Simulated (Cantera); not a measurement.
Charge: 1 mol BCl3, 0.48 mol O2, 0.63 mol N2, equilibrated at 1300 K and 1000 Pa.

Method: chemical equilibrium by Gibbs-energy minimisation in Cantera with the NASA 1993 tables (ideal gas, pure condensed phases). Candidate condensed phases: B, BN, B2O3; 25 gas species. The tables' values for BOCl are old estimates; treat these amounts as uncertain. The numbers say what is thermodynamically allowed, not how fast it happens.

Base state: Cl2 0.431, N2 0.309, BCl3 0.135, Cl 0.0814, B3O3Cl3 0.0411, BOCl 0.00218, B2O3 1.86e-5 (mole fractions); condensed: B2O3(l).

Question: What changes in the equilibrium state with this change: BCl3 replaced by BF3?

Answer: 
```
species        before  after
------------  -------  -----
BF3                 0  0.474
N2              0.309  0.298
O2            3.99e-7  0.227
Cl2             0.431      0
BCl3            0.135      0
Cl             0.0814      0
B3O3Cl3        0.0411      0
BOCl          0.00218      0
B2O3          1.86e-5  <1e-9
B2O3(l), mol    0.235      0
```
